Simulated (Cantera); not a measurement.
What does this Cantera script print?

```python
import numpy as np
import cantera as ct

gas_names = """
    B BF BF2 BF3 BH BHF2 BH2 BH3 BN B2 F F2 H HF H2 H2F2 H3F3 H4F4 H5F5 H6F6 H7F7 N NF NF2 NF3 NH NH2
    NH3 N2 N2H2 N2H4
""".split()
cond_names = """
    B(b) B(L) BN(s)
""".split()


# ... load() reads the species with a 1 bar reference pressure and builds the phases ...
atoms = {
    'BN': {'B': 1, 'N': 1},
    'HF': {'H': 1, 'F': 1},
    'N2': {'N': 2},
    'F2': {'F': 2},
}
top_T = {'BN(s)': 3200}  # K; cautious upper limits of use, not melting points


# ... equilibrate(T, P, feed) seeds the gas with the atoms and calls Mixture.equilibrate('TP', solver="vcs", rtol=1e-11, max_steps=5000) ...
results = []
T = 850  # K
P = 1333.22  # Pa
for m in [1.7, 2.1, 2.6, 3.3, 4.1, 5.2, 6.5, 8.2]:
    feed = {'BN': 1, 'HF': 1, 'N2': 1.4, 'F2': m}  # mol
    mix = equilibrate(T, P, feed)
    results.append((T, P, feed, dict(zip(mix.species_names, mix.species_moles))))

top = {s: max(r[3][s] / sum(r[3][g] for g in gas_names) for r in results) for s in gas_names}
cols = sorted((s for s in top if top[s] > 1e-05), key=lambda s: -top[s])[:9]
seen = [c for c in cond_names if any(r[3].get(c, 0) > 1e-12 for r in results)]
print("log10 of partial pressures in bar; condensed amounts in mol")
print(f"{'n(F2)':>10s}" + "".join(f"{s[:9]:>10s}" for s in cols + seen))
for T, P, feed, n in results:
    ng = sum(n[g] for g in gas_names)
    print(f"{feed['F2']:10.4g}" + "".join(f"{np.log10(max(n[s] / ng * P / 1e5, 1e-99)):10.3f}" for s in cols)
          + "".join(f"{n.get(c, 0):10.4g}" for c in seen))
```

Result:

```
log10 of partial pressures in bar; condensed amounts in mol
     n(F2)        F2        N2       BF3        HF         F       NF3
       1.7    -3.345    -2.215    -2.494    -2.494    -3.438    -5.319
       2.1    -2.859    -2.260    -2.538    -2.538    -3.195    -4.613
       2.6    -2.627    -2.310    -2.586    -2.586    -3.079    -4.290
       3.3    -2.462    -2.370    -2.645    -2.645    -2.997    -4.073
       4.1    -2.356    -2.431    -2.703    -2.703    -2.943    -3.943
       5.2    -2.267    -2.503    -2.772    -2.772    -2.899    -3.846
       6.5    -2.202    -2.576    -2.842    -2.842    -2.867    -3.786
       8.2    -2.149    -2.657    -2.918    -2.918    -2.840    -3.746
```

Cantera equilibrium calculation (NASA polynomials, part measured and part estimated; ideal gas, pure solids and liquids).
